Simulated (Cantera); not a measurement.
Charge: 1 mol V, 0.11 mol N2O, 31 mol H2, equilibrated at 1000 K and 750 Torr.

Method: chemical equilibrium by Gibbs-energy minimisation in Cantera with the NASA 1993 tables (ideal gas, pure condensed phases). Candidate condensed phases: H2O, V, VN, VO, V2O3, V2O4, V2O5; 28 gas species. VN, VO: taken at fixed stoichiometry. Condensed phases not in the tables: solid solutions among these carbides, nitrides and lower oxides, V2N, N, O or C dissolved in the metal. Kinetics and transport are ignored.

Base state: H2 1.00 (mole fractions); condensed: V(s) + VN(s) + VO(s).

What changes in the equilibrium state with this change: temperature from 1000 K to 2050 K?


```tsv
species	before	after
H2	1.00	0.994
N2	<1e-9	0.00353
H	2.27e-9	0.00226
H2O	1.27e-8	0.000422
V(s), mol	0.670	0.903
VN(s), mol	0.220	0
VO(s), mol	0.110	0.0967
```
Mutual solubility and eutectic melting of coexisting phases are not modelled. VO: taken at fixed stoichiometry. Condensed phases not in the tables: V2N, N, O or C dissolved in the metal.

What changes in the equilibrium state with this change: temperature from 1000 K to 2175 K?


```
species      before     after
----------  -------  --------
H2             1.00     0.991
H           2.27e-9   0.00486
N2            <1e-9   0.00353
V             <1e-9   2.61e-5
H2O         1.27e-8  0.000607
VO            <1e-9   1.96e-5
V(s), mol     0.670     0.908
VN(s), mol    0.220         0
VO(s), mol    0.110         0
VO(l), mol        0    0.0903
```
Mutual solubility and eutectic melting of coexisting phases are not modelled. VO: taken at fixed stoichiometry. Condensed phases not in the tables: V2N, N, O or C dissolved in the metal.
